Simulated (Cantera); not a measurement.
Mixture: CO : H₂ : O₂ : N₂ : H₂O = 1 : 0.97 : 1.61 : 5.33 : 1 (molar parts), at 100000 Pa, adiabatic and at constant pressure. Ignition delay is the time to a rise of 400 K.

Cantera simulation using GRI-Mech 3.0 (53 species, 325 reactions); the numbers are that mechanism's predictions, not measurements. Below about 950 K walls govern HO2 and H2O2 in real vessels. Where the delays flatten at high temperature, the 400 K rule measures the pace of heat release, not the induction time.

### Question
Predict: delay at 875 K; delay at 1075 K; delay at 1275 K; delay at 1475 K; delay at 1675 K.

### Answer
```
Item                Value
---------------  --------
delay at 875 K    0.525 s
delay at 1075 K  0.229 ms
delay at 1275 K   51.6 µs
delay at 1475 K   32.3 µs
delay at 1675 K   29.5 µs
```
